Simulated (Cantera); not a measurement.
A Cantera script and its output.

```python
import numpy as np
import cantera as ct

gas = ct.Solution("gri30.yaml")
gas.TPX = 1300, 22000, {'CH4': 1, 'C2H6': 0.12, 'O2': 3.78, 'N2': 27.2, 'H2O': 2.2}
reactor = ct.IdealGasReactor(gas, energy="on", clone=False)
net = ct.ReactorNet([reactor])
net.rtol, net.atol = 1e-08, 1e-16
show = ['CH4', 'C2H6', 'O2', 'NO', 'O']
times = np.geomspace(9e-06, 0.8, 14)

steps = ct.SolutionArray(gas, extra=["t"])
rows = []
print(f"{'t/s':>10s}{'T/K':>9s}{'P/Pa':>11s}" + "".join(f"{s:>11s}" for s in show))
for t in times:
    while net.time < t:
        t_next = net.step()
        steps.append(gas.state, t=t_next)
    rows.append([np.interp(t, steps.t, y) for y in (steps.T, steps.P, *steps(*show).X.T)])
    print(f"{t:10.3e}{rows[-1][0]:9.1f}{rows[-1][1]:11.4g}" + "".join(f"{x:11.3e}" for x in rows[-1][2:]))
rate = np.gradient(steps.T, steps.t)
print("integrator steps:", len(steps.t))
if steps.T.max() > steps.T[0] + 200:
    print(f"time of steepest temperature rise: {steps.t[rate.argmax()]:.4e} s")
gas.TPX = 1300, 22000, {'CH4': 1, 'C2H6': 0.12, 'O2': 3.78, 'N2': 27.2, 'H2O': 2.2}
gas.equilibrate("UV")
print(f"equilibrium (UV): T = {gas.T:.1f} K  " + "  ".join(f"{s} {gas[s].X[0]:.3e}" for s in show))
```

It prints:

```
       t/s      T/K       P/Pa        CH4       C2H6         O2         NO          O
 9.000e-06   1300.0    2.2e+04  2.915e-02  3.498e-03  1.102e-01  2.587e-20  1.582e-10
 2.162e-05   1300.0    2.2e+04  2.915e-02  3.498e-03  1.102e-01  2.979e-19  6.163e-10
 5.195e-05   1300.0    2.2e+04  2.915e-02  3.497e-03  1.102e-01  3.050e-18  2.270e-09
 1.248e-04   1300.0    2.2e+04  2.915e-02  3.495e-03  1.102e-01  2.661e-17  7.267e-09
 2.999e-04   1299.9    2.2e+04  2.915e-02  3.489e-03  1.102e-01  2.030e-16  2.162e-08
 7.205e-04   1299.8    2.2e+04  2.914e-02  3.471e-03  1.102e-01  1.776e-15  7.894e-08
 1.731e-03   1300.0    2.2e+04  2.902e-02  3.381e-03  1.101e-01  3.695e-14  3.792e-07
 4.159e-03   1309.7  2.219e+04  2.734e-02  2.756e-03  1.086e-01  3.058e-12  2.262e-06
 9.993e-03   2149.3  3.665e+04  8.869e-20  4.780e-37  3.982e-02  6.161e-05  1.678e-03
 2.401e-02   2191.4  3.727e+04  2.818e-20  1.223e-38  3.925e-02  2.059e-04  8.382e-04
 5.768e-02   2190.8  3.726e+04  2.792e-20  2.072e-38  3.910e-02  5.148e-04  8.312e-04
 1.386e-01   2189.2  3.723e+04  2.754e-20  5.884e-38  3.876e-02  1.200e-03  8.196e-04
 3.330e-01   2186.2  3.718e+04  2.681e-20  1.571e-37  3.812e-02  2.512e-03  7.977e-04
 8.000e-01   2182.4  3.711e+04  2.588e-20  1.512e-38  3.730e-02  4.180e-03  7.705e-04
integrator steps: 1697
time of steepest temperature rise: 6.0789e-03 s
equilibrium (UV): T = 2180.3 K  CH4 3.812e-20  C2H6 2.685e-38  O2 3.687e-02  NO 5.072e-03  O 7.561e-04
```

Model: GRI-Mech 3.0 (53 species, 325 reactions), integrated in Cantera.
